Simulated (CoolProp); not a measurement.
Aqueous ammonia as a coolant, 28 % by mass, freezing at -71.2 °C, 1 atm.

Values from CoolProp's Melinder's fits for secondary coolants.

| T (°C) | conductivity (W/(m K)) | density (kg/m³) | viscosity (mPa s) | cp (kJ/(kg K)) |
|---|---|---|---|---|
| -12.1 | 0.397 | 915.9 | 3.38 | 4.261 |
| -8.9 | 0.402 | 914.3 | 3.01 | 4.257 |
| -5.6 | 0.408 | 912.5 | 2.68 | 4.253 |
| -2.4 | 0.414 | 910.8 | 2.41 | 4.250 |
| 0.8 | 0.420 | 909.1 | 2.17 | 4.247 |
| 4 | 0.425 | 907.3 | 1.97 | 4.245 |
| 7.3 | 0.431 | 905.4 | 1.79 | 4.242 |
| 10.5 | 0.437 | 903.5 | 1.63 | 4.240 |
| 13.7 | 0.442 | 901.6 | 1.50 | 4.238 |
| 16.9 | 0.447 | 899.6 | 1.37 | 4.235 |
| 20.2 | 0.453 | 897.6 | 1.26 | 4.233 |
| 23.4 | 0.458 | 895.6 | 1.16 | 4.230 |
| 26.6 | 0.464 | 893.6 | 1.07 | 4.228 |
| 29.8 | 0.469 | 891.5 | 0.986 | 4.225 |
